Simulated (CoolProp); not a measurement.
Values from CoolProp's reference Helmholtz-energy equation of state, Span 2000.

Task: For nitrogen, give the phase and the density (kg/m³), cp (kJ/(kg K)), viscosity (µPa s), fugacity coefficient at -61.05 °C and 5.37 MPa.

Result: 
- -61.05 °C and 5.37 MPa: supercritical; density 92.7, cp 1.28, viscosity 15.2, fugacity coefficient 0.917

Viscosity comes from a separate model (Lemmon 2004).
